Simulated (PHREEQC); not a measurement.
Hard or scaling water: speciation

Solution (20 °C): 0.0076 mol/kgw BaCl2, 0.00086 mol/kgw CO2 and 0.0032 mol/kgw KCl. Closed to the air; pH follows from the charge balance.

All values are PHREEQC results (ion-association model, phreeqc.dat), not measurements.

Precipitation was switched off in this run.

### Question
Predict the pH, specific conductance.

### Answer
pH 4.72; specific conductance 2010 µS/cm.

### Question
In which forms is C present?

### Answer
CO2 97 %, HCO3- 2.5 % of the C.

Species that the database lacks are ignored.
